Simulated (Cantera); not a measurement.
An isothermal, constant-pressure homogeneous reactor starts with NO : N2 = 1 : 0.13 (molar parts), at 1700 K and 13300 Pa. Integrator tolerance rtol = 1e-08.

Model: GRI-Mech 3.0 (53 species, 325 reactions), integrated in Cantera.

Problem. What does this change do: pressure from 13300 Pa to 150000 Pa?

Solution. 
| quantity | before | after |
|---|---|---|
| x(NO) at 1.00 s | 0.866 (gas-phase equilibrium 0.00354) | 0.711 (gas-phase equilibrium 0.00354) |
| x(N2O) at 1.00 s | 0.000274 (gas-phase equilibrium 6.35e-8) | 0.000200 (gas-phase equilibrium 2.13e-7) |
| x(O2) at 1.00 s | 0.00926 (gas-phase equilibrium 0.441) | 0.0856 (gas-phase equilibrium 0.441) |
| x(N2) at 1.00 s | 0.124 (gas-phase equilibrium 0.556) | 0.202 (gas-phase equilibrium 0.556) |
| x(O) at 1.00 s | 1.82e-5 (gas-phase equilibrium 8.18e-5) | 1.13e-5 (gas-phase equilibrium 2.44e-5) |
